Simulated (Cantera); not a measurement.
A closed system holds: 1 mol CH₃SiCl₃, 0.029 mol C₃H₈, 11 mol H₂, equilibrated at 1.33 mbar.

Cantera equilibrium calculation (NASA polynomials, part measured and part estimated; ideal gas, pure solids and liquids). Candidate condensed phases: C, C₆H₆, C₇H₈, C₈H₁₈, Si, SiC; 109 gas species. The feed counts by its element totals alone. Gases not in the tables: Si₂H₆ and higher silanes. Rates play no part.

### Question
What share of the Si ends up in condensed phases as a function of T (°C), at 702, 852, 1002, 1152, 1302, 1452, 1602, 1752, 1902?

### Answer
```csv
T (°C),Si condensed (%),as
702,88.7,SiC(s)
852,99.0,SiC(s)
1002,99.3,SiC(s)
1152,98.7,SiC(s)
1302,97.4,SiC(s)
1452,95.6,SiC(s)
1602,92.8,SiC(s)
1752,85.7,SiC(s)
1902,45.1,SiC(s)
```
